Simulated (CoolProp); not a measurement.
Ethylbenzene at 274.29 K and 1.77 MPa is throttled through a valve to 1.14 MPa with no heat exchange. Each further row changes one setting.

The numbers come from the reference Helmholtz-energy equation of state, Zhou 2012 in CoolProp.

```json
[
 {"case": "as stated", "temperature change (K)": "+0.3", "final density (kg/m³)": "884"},
 {"case": "outlet pressure 0.342 MPa", "temperature change (K)": "+0.7", "final density (kg/m³)": "883"},
 {"case": "outlet pressure 1.48 MPa", "temperature change (K)": "+0.1", "final density (kg/m³)": "884"}
]
```
